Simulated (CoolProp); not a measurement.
Benzene at several states: fugacity coefficient from the reference equation and from simpler models built on Tc = 288.9 °C, pc = 49.06 bar, ω = 0.211; each cubic takes its own stable root.

The numbers come from the reference Helmholtz-energy equation of state, Thol 2012 in CoolProp.

```csv
T (°C),p (bar),phase,reference,van der Waals,Redlich-Kwong,Soave-Redlich-Kwong,Peng-Robinson
189.65,5.53,gas,0.9273,0.9471,0.9340,…,0.9255
259.65,27.7,gas,0.7731,0.8096,…,0.7766,0.7597
314.75,37,gas,0.7860,…,0.7831,…,0.7670
208.45,1.77,gas,0.9796,0.9845,0.9810,0.9801,0.9785
```

Question: Some entries are withheld; supply them.

Answer: 
- 189.65, Soave-Redlich-Kwong: 0.9303
- 259.65, Redlich-Kwong: 0.7811
- 314.75, van der Waals: 0.8009
- 314.75, Soave-Redlich-Kwong: 0.7874
